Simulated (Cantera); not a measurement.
Transport properties of process gases

Gas mixture: CO2 : O2 = 0.58 : 0.067 (molar parts), at 1.01 bar, frozen composition.

Cantera's kinetic-theory transport with the Lennard-Jones parameters of GRI-Mech 3.0, ideal gas; thermal conductivity in the mixture-averaged form.

| T (K) | ρ (kg/m³) | cp (J/kg/K) | μ (µPa s) | λ (mW/m/K) | Pr | D (cm²/s) CH4 | D (cm²/s) CO2 | D (cm²/s) N2 |
|---|---|---|---|---|---|---|---|---|
| 400 | 1.30 | 938.2 | 20.2 | 26.1 | 0.726 | 0.300 | 0.264 | 0.273 |
| 550 | 0.948 | 1042 | 26.5 | 37.9 | 0.727 | 0.531 | 0.464 | 0.478 |
| 700 | 0.745 | 1119 | 32.0 | 49.1 | 0.728 | 0.810 | 0.706 | 0.725 |
| 850 | 0.613 | 1177 | 37.0 | 59.7 | 0.729 | 1.13 | 0.984 | 1.01 |
| 1000 | 0.521 | 1223 | 41.6 | 69.6 | 0.730 | 1.49 | 1.30 | 1.33 |
| 1150 | 0.453 | 1257 | 45.9 | 79.0 | 0.730 | 1.89 | 1.64 | 1.68 |
| 1300 | 0.401 | 1284 | 49.9 | 87.9 | 0.729 | 2.33 | 2.02 | 2.06 |
| 1450 | 0.359 | 1306 | 53.7 | 96.3 | 0.729 | 2.79 | 2.42 | 2.48 |
D: mixture-averaged diffusion coefficient of that species in the mixture.
